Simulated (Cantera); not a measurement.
An adiabatic, constant-volume homogeneous reactor starts with 7.37 % CH4, 0.958 % H2, 19.2 % O2, 72.4 % N2, at 1725 K and 19.7 atm.

Detailed kinetics in Cantera: GRI-Mech 3.0 (53 species, 325 reactions). The pressure lies above the range GRI-Mech 3.0 was tuned for (to about 10 atm). Above 3000 K some thermodynamic fits are extrapolated.

x: mole fraction; the columns are a selection and need not sum to one.

```tsv
t (s)	T (K)	P (bar)	x CH4	x H2	x O2	x H2O2	x NO2
4.00e-6	1729	20.1	0.0722	0.00956	0.191	2.14e-6	<1e-12
1.10e-5	3105	37.0	<1e-12	(withheld)	(withheld)	3.35e-6	(withheld)
3.03e-5	3145	37.3	<1e-12	0.00787	(withheld)	3.44e-6	(withheld)
8.35e-5	3133	37.1	<1e-12	0.00794	0.0365	3.26e-6	2.89e-5
0.000230	3133	37.1	<1e-12	0.00794	0.0364	3.25e-6	2.93e-5
0.000632	3133	37.1	<1e-12	0.00794	0.0364	3.25e-6	2.93e-5
0.00174	3133	37.1	<1e-12	0.00794	0.0364	3.25e-6	2.93e-5
0.00479	3133	37.1	<1e-12	0.00794	0.0364	3.25e-6	2.93e-5
0.0132	3133	37.1	<1e-12	0.00794	0.0364	3.25e-6	2.93e-5
0.0363	3133	37.1	<1e-12	0.00794	0.0364	3.25e-6	2.93e-5
0.100	3133	37.1	<1e-12	0.00794	0.0364	3.25e-6	2.93e-5
```

Task: Complete the blanks.

Result: 
- 1.10e-5, x H2: 0.00858
- 1.10e-5, x O2: 0.0481
- 1.10e-5, x NO2: 8.34e-7
- 3.03e-5, x O2: 0.0395
- 3.03e-5, x NO2: 2.03e-5
